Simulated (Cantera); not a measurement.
A perfectly stirred reactor is fed with 27.0 % N2O, 73.0 % O2, at 0.133 bar; it is held at 1250 K, and followed from long to short residence time.

Model: GRI-Mech 3.0 (53 species, 325 reactions), integrated in Cantera. GRI-Mech 3.0 was tuned for natural gas; its chemistry of N2O as a main component is partial and can be far from experiment. The mechanism lacks the step 2 NO + O2 → 2 NO2, which can matter for NO2 below about 1400 K. The temperature is held fixed by assumption; the heat of reaction is taken as removed at once.

**Question.** Predict: x(N2O) at τ = 1.40 s; x(O2) at τ = 1.40 s; x(NO) at τ = 1.40 s; x(NO2) at τ = 1.40 s; x(N2) at τ = 1.40 s; x(N2O) at τ = 75.0 ms; x(O2) at τ = 75.0 ms; x(NO) at τ = 75.0 ms; x(NO2) at τ = 75.0 ms; x(N2) at τ = 75.0 ms.

**Answer.** 
```json
{
 "x(N2O) at τ = 1.40 s": "0.205",
 "x(O2) at τ = 1.40 s": "0.734",
 "x(NO) at τ = 1.40 s": "0.00718",
 "x(NO2) at τ = 1.40 s": "1.21e-5",
 "x(N2) at τ = 1.40 s": "0.0540",
 "x(N2O) at τ = 75.0 ms": "0.266",
 "x(O2) at τ = 75.0 ms": "0.730",
 "x(NO) at τ = 75.0 ms": "0.000507",
 "x(NO2) at τ = 75.0 ms": "5.41e-7",
 "x(N2) at τ = 75.0 ms": "0.00378"
}
```
